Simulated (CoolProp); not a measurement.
Properties of n-pentane along the isotherm 509.7 K (Tc = 469.7 K, pc = 33.68 bar, ω = 0.251).

Computed with CoolProp (reference Helmholtz-energy equation of state, Thol 2019).

| p (bar) | phase | cp (kJ/(kg K)) | isothermal compressibility (1/MPa) | expansivity (1/kK) | viscosity (µPa s) | conductivity (mW/(m K)) |
|---|---|---|---|---|---|---|
| 7.65 | gas | 2.627 | 1.395 | [?] | 11.1 | 42.0 |
| 15.3 | gas | 2.710 | 0.7562 | 3.103 | 10.8 | 43.2 |
| 23 | gas | 2.838 | 0.5589 | 4.136 | 10.5 | 45.2 |
| 30.6 | gas | 3.049 | [?] | 5.846 | 10.4 | 48.4 |
| 38.3 | supercritical | 3.458 | 0.4742 | 9.166 | [?] | 54.3 |
| 45.9 | supercritical | 4.302 | 0.5105 | 15.89 | 11.5 | 64.5 |
| 53.6 | supercritical | 5.041 | 0.4116 | 20.57 | 13.7 | 75.1 |
| 61.2 | supercritical | 4.579 | 0.2096 | 14.87 | 16.7 | 76.7 |
| 68.9 | supercritical | 4.126 | 0.1157 | 10.36 | 19.6 | 76.4 |
| 76.5 | supercritical | 3.864 | 0.07593 | [?] | 22.2 | 76.6 |
| 84.2 | supercritical | 3.698 | 0.05520 | 6.512 | 24.6 | 77.0 |

Fill in the missing entries.


- 7.65, expansivity (1/kK): 2.432
- 30.6, isothermal compressibility (1/MPa): 0.4838
- 38.3, viscosity (µPa s): 10.6
- 76.5, expansivity (1/kK): 7.954

The peak of cp marks the crossing from liquid-like to gas-like fluid above the critical point.

Viscosity comes from a separate model (Quiñones-Cisneros 2006), older than the equation that it now runs on, and unchecked against measurements. Thermal conductivity comes from a separate model (Vassiliou 2015).
